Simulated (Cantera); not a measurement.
**CH2F2 + Si (fluorocarbon and chlorocarbon gases)**

Input: 1 mol CH2F2, 0.067 mol Si, equilibrated at 1.00 bar.

Method: chemical equilibrium by Gibbs-energy minimisation in Cantera with the NASA 1993 tables (ideal gas, pure condensed phases). Candidate condensed phases: C, C6H6, C7H8, C8H18, Si, SiC; 113 gas species. The tables' values for SiF3, SiF2 are old estimates; treat these amounts as uncertain. Kinetics and transport are ignored.

```json
[
 {"T (K)": "1523", "x HF": "0.896", "x H2": "0.0693", "x SiF4": "0.0347", "x SiF3": "4.45e-6", "x H": "6.08e-6", "x C2H2 (acetylene)": "8.19e-7", "n C(graphite)": "1.000"},
 {"T (K)": "1623", "x HF": "0.896", "x H2": "0.0693", "x SiF4": "0.0346", "x SiF3": "1.49e-5", "x H": "1.82e-5", "x C2H2 (acetylene)": "2.41e-6", "n C(graphite)": "1.000"},
 {"T (K)": "1723", "x HF": "0.896", "x H2": "0.0693", "x SiF4": "0.0346", "x SiF3": "4.33e-5", "x H": "4.80e-5", "x C2H2 (acetylene)": "6.27e-6", "n C(graphite)": "1.000"},
 {"T (K)": "1823", "x HF": "0.896", "x H2": "0.0692", "x SiF4": "0.0345", "x SiF3": "0.000111", "x H": "0.000114", "x C2H2 (acetylene)": "1.46e-5", "n C(graphite)": "1.000"},
 {"T (K)": "1923", "x HF": "0.896", "x H2": "0.0690", "x SiF4": "0.0344", "x SiF3": "0.000258", "x H": "0.000247", "x C2H2 (acetylene)": "3.11e-5", "n C(graphite)": "1.000"},
 {"T (K)": "2023", "x HF": "0.896", "x H2": "0.0687", "x SiF4": "0.0341", "x SiF3": "0.000545", "x H": "0.000498", "x C2H2 (acetylene)": "6.13e-5", "n C(graphite)": "1.000"},
 {"T (K)": "2123", "x HF": "0.896", "x H2": "0.0681", "x SiF4": "0.0335", "x SiF3": "0.00106", "x H": "0.000936", "x C2H2 (acetylene)": "0.000113", "n C(graphite)": "1.000"},
 {"T (K)": "2223", "x HF": "0.896", "x H2": "0.0672", "x SiF4": "0.0326", "x SiF3": "0.00191", "x H": "0.00166", "x C2H2 (acetylene)": "0.000195", "n C(graphite)": "0.999"},
 {"T (K)": "2323", "x HF": "0.897", "x H2": "0.0657", "x SiF4": "0.0312", "x SiF3": "0.00319", "x H": "0.00279", "x C2H2 (acetylene)": "0.000318", "n C(graphite)": "0.999"},
 {"T (K)": "2423", "x HF": "0.897", "x H2": "0.0636", "x SiF4": "0.0293", "x SiF3": "0.00494", "x H": "0.00447", "x C2H2 (acetylene)": "0.000492", "n C(graphite)": "0.998"},
 {"T (K)": "2523", "x HF": "0.897", "x H2": "0.0608", "x SiF4": "0.0268", "x SiF3": "0.00712", "x H": "0.00685", "x C2H2 (acetylene)": "0.000724", "n C(graphite)": "0.997"}
]
```
x: gas mole fraction; n: condensed amount in mol.

From 1523 K to 2523 K the condensed part is C(graphite). The main Si-bearing gas is SiF4 throughout.
